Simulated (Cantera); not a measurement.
Low-pressure radical oxidation in H2/O2

An isothermal, constant-pressure homogeneous reactor starts with H2 : O2 = 0.091 : 0.11 (molar parts), equivalence ratio 0.41, at 1123 K and 0.0263 atm.

Detailed kinetics in Cantera: GRI-Mech 3.0 (53 species, 325 reactions). Radical loss at walls, strong at low pressure, is not modelled. The temperature is held fixed by assumption; the heat of reaction is taken as removed at once.

```tsv
t (s)	x H2	x O2	x HO2	x H2O2	x H
3.00e-6	0.453	0.547	2.88e-10	<1e-12	2.82e-10
9.53e-6	0.453	0.547	9.14e-10	<1e-12	8.88e-10
3.02e-5	0.453	0.547	2.91e-9	1.57e-12	3.19e-9
9.60e-5	0.453	0.547	9.35e-9	1.60e-11	2.30e-8
0.000305	0.453	0.547	5.55e-8	2.00e-10	2.75e-6
0.000968	0.0775	0.384	2.04e-5	1.02e-6	0.193
0.00307	0.0173	0.401	3.16e-5	2.12e-6	0.0384
0.00976	0.00112	0.414	1.79e-5	1.95e-6	0.000443
0.0310	7.08e-5	0.415	2.79e-6	5.73e-7	7.43e-6
0.0984	8.43e-6	0.415	4.56e-7	1.64e-7	3.80e-7
0.312	1.60e-6	0.415	1.02e-7	5.09e-8	3.63e-8
0.992	3.88e-7	0.415	2.82e-8	1.63e-8	4.70e-9
3.15	1.08e-7	0.415	1.05e-8	5.26e-9	7.16e-10
10.0	3.37e-8	0.415	7.33e-9	1.79e-9	1.27e-10
```
x: mole fraction; the columns are a selection and need not sum to one.

Equilibrium at this temperature and pressure: H2 1.29e-8, O2 0.415, HO2 8.75e-9, H2O2 7.06e-10, H 2.98e-11 (gas phase only).
